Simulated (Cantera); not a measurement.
A closed system holds: 1 mol SiH₄, 0.3 mol C₂H₄, 1800 mol H₂, at 0.133 bar.

These are equilibrium values from Cantera (NASA tables, ideal gas, pure condensed phases), not measurements of a reactor. Candidate condensed phases: C, C₆H₆, C₇H₈, C₈H₁₈, Si, SiC; 87 gas species. Gases not in the tables: Si₂H₆ and higher silanes. The numbers say what is thermodynamically allowed, not how fast it happens. All values below are at 2123 K.

Base state: H₂ 0.990, H 0.00977, Si 0.000368, C₂H₂ (acetylene) 0.000139, SiH 6.91e-5, SiH₂ 5.86e-5, Si₂C 1.64e-5, CH₄ 1.19e-5 (mole fractions); condensed: SiC(s).

Q: What changes in the equilibrium state with this change: pressure from 0.133 bar to 3.20 mbar?

A: 
```tsv
species	before	after
H₂	0.990	0.938
H	0.00977	0.0614
Si	0.000368	0.000515
CH₄	1.19e-5	2.79e-7
SiH₂	5.86e-5	1.87e-6
Si₂C	1.64e-5	8.41e-7
SiH	6.91e-5	1.46e-5
SiC(s), mol	0.0317	0
```

Q: What changes in the equilibrium state with this change: SiH₄ replaced by SiCl₄?

A: 
| species | before | after |
|---|---|---|
| H₂ | 0.990 | 0.987 |
| H | 0.00977 | 0.00976 |
| HCl | 0 | 0.00218 |
| Cl | 0 | 1.58e-5 |
| Si | 0.000368 | 0.000365 |
| C₂H₂ (acetylene) | 0.000139 | 0.000141 |
| SiH₂ | 5.86e-5 | 5.80e-5 |
| SiH | 6.91e-5 | 6.85e-5 |
| Si₂C | 1.64e-5 | 1.63e-5 |
| CH₄ | 1.19e-5 | 1.19e-5 |
| SiC(s), mol | 0.0317 | 0.0252 |
